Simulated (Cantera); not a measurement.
Cantera run:

```python
import numpy as np
import cantera as ct

gas_names = [...]  # 110 gases of nasa_gas.yaml made of C, H, N
cond_names = """
    C(gr) C6H6(L) C7H8(L) C8H18(L),n-octa
""".split()


# ... load() reads the species with a 1 bar reference pressure and builds the phases ...
atoms = {
    'n-butane': {'C': 4, 'H': 10},
    'H2': {'H': 2},
    'N2': {'N': 2},
}
top_T = {'C(gr)': 4500}  # K; cautious upper limits of use, not melting points


# ... equilibrate(T, P, feed) seeds the gas with the atoms and calls Mixture.equilibrate('TP', solver="vcs", rtol=1e-11, max_steps=5000) ...
results = []
feed = {'n-butane': 1, 'H2': 9.3, 'N2': 17}  # mol
P = 1000  # Pa
for T in [2000, 2250, 2500, 2750, 3000, 3250, 3500, 3750, 4000, 4250, 4500, 4750, 5000]:
    mix = equilibrate(T, P, feed)
    results.append((T, P, feed, dict(zip(mix.species_names, mix.species_moles))))
    x = sorted(zip(gas.X, gas.species_names), reverse=True)
    print(f"T = {T:g} K  P = {P:g} Pa  gas = {mix.phase_moles(0):.4g} mol")
    print("   x: " + "  ".join(f"{s} {v:.3e}" for v, s in x if v > 0.001))
    print("   condensed (mol): " + ("  ".join(f"{mix.phase(i).name} {mix.phase_moles(i):.4g}"
          for i in range(1, mix.n_phases) if mix.phase_moles(i) > 1e-12) or "none"))
```

Result:

```
T = 2000 K  P = 1000 Pa  gas = 31.47 mol
   x: N2 5.364e-01  H2 4.448e-01  H 1.085e-02  HCN 7.202e-03
   condensed (mol): C(gr) 3.739
T = 2250 K  P = 1000 Pa  gas = 32.07 mol
   x: N2 5.212e-01  H2 4.119e-01  H 4.766e-02  HCN 1.636e-02  HNC 1.390e-03  C2H2,acetylene 1.379e-03
   condensed (mol): C(gr) 3.339
T = 2500 K  P = 1000 Pa  gas = 33.76 mol
   x: N2 4.872e-01  H2 3.316e-01  H 1.448e-01  HCN 2.847e-02  C2H2,acetylene 3.587e-03  HNC 3.333e-03
   condensed (mol): C(gr) 2.641
T = 2750 K  P = 1000 Pa  gas = 37.22 mol
   x: N2 4.331e-01  H 3.080e-01  H2 2.027e-01  HCN 3.700e-02  C2H2,acetylene 5.702e-03  HNC 5.623e-03  CN 4.470e-03  C3 1.687e-03  C2H 1.005e-03
   condensed (mol): C(gr) 1.509
T = 3000 K  P = 1000 Pa  gas = 42.15 mol
   x: H 4.660e-01  N2 3.809e-01  H2 8.711e-02  HCN 2.555e-02  CN 1.411e-02  C3 1.077e-02  HNC 4.821e-03  C 3.556e-03  C2H2,acetylene 2.667e-03  C2H 2.452e-03  C2 1.560e-03
   condensed (mol): none
T = 3250 K  P = 1000 Pa  gas = 45.72 mol
   x: H 5.528e-01  N2 3.549e-01  H2 2.965e-02  CN 2.195e-02  C 1.367e-02  C3 9.846e-03  HCN 9.168e-03  C2 3.495e-03  HNC 2.075e-03  C2H 1.448e-03
   condensed (mol): none
T = 3500 K  P = 1000 Pa  gas = 47.68 mol
   x: H 5.767e-01  N2 3.416e-01  C 3.342e-02  CN 2.504e-02  H2 9.538e-03  C3 4.164e-03  C2 4.146e-03  HCN 2.677e-03  N 1.295e-03
   condensed (mol): none
T = 3750 K  P = 1000 Pa  gas = 48.75 mol
   x: H 5.789e-01  N2 3.360e-01  C 5.286e-02  CN 2.065e-02  N 3.893e-03  H2 3.335e-03  C2 2.550e-03
   condensed (mol): none
T = 4000 K  P = 1000 Pa  gas = 49.36 mol
   x: H 5.766e-01  N2 3.321e-01  C 6.408e-02  CN 1.421e-02  N 1.023e-02  H2 1.309e-03  C2 1.097e-03
   condensed (mol): none
T = 4250 K  P = 1000 Pa  gas = 49.91 mol
   x: H 5.719e-01  N2 3.240e-01  C 6.980e-02  N 2.385e-02  CN 9.341e-03
   condensed (mol): none
T = 4500 K  P = 1000 Pa  gas = 50.69 mol
   x: H 5.637e-01  N2 3.074e-01  C 7.239e-02  N 4.990e-02  CN 6.098e-03
   condensed (mol): none
T = 4750 K  P = 1000 Pa  gas = 51.94 mol
   x: H 5.504e-01  N2 2.782e-01  N 9.424e-02  C 7.282e-02  CN 3.955e-03
   condensed (mol): none
T = 5000 K  P = 1000 Pa  gas = 53.85 mol
   x: H 5.309e-01  N2 2.342e-01  N 1.604e-01  C 7.153e-02  CN 2.515e-03
   condensed (mol): none
```

Equilibrium computed with Cantera from the NASA thermochemical tables; the gas is ideal and each condensed phase is pure.
